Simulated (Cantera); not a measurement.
An adiabatic, constant-volume homogeneous reactor starts with CH3OH : O2 : N2 : CO2 = 1 : 1.95 : 7.32 : 0.66 (molar parts), at 1098 K and 1000000 Pa.

Detailed kinetics in Cantera: GRI-Mech 3.0 (53 species, 325 reactions). GRI-Mech 3.0 was tuned for natural gas; its chemistry of methanol as a main component is partial and can be far from experiment.

Task: Predict: time of steepest temperature rise; temperature at 0.900 s; equilibrium temperature; x(O2) at 0.900 s; x(CO2) at 0.900 s; x(HO2) at 0.900 s.

Result: time of steepest temperature rise: 10.3 ms
temperature at 0.900 s: 2677 K
equilibrium temperature: 2677 K
x(O2) at 0.900 s: 0.0374 (gas-phase equilibrium 0.0374)
x(CO2) at 0.900 s: 0.132 (gas-phase equilibrium 0.132)
x(HO2) at 0.900 s: 1.75e-5 (gas-phase equilibrium 1.75e-5)
